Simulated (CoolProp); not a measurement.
A Linde-Hampson liquefier for normal hydrogen: isothermal reversible compression at 300 K from 1 atm to 30 MPa, throttling to 1 atm, return gas leaving the recuperator 10 K below the feed. Each further row changes one setting.

Model: reference Helmholtz-energy equation of state, Leachman 2009, in CoolProp.

| case | compression work (kJ/kg of gas) |
|---|---|
| as stated | 7270 |
| high pressure 60 MPa | 8360 |
| warm-end temperature 330 K | 7970 |
| warm-end gap 15 K | 7270 |
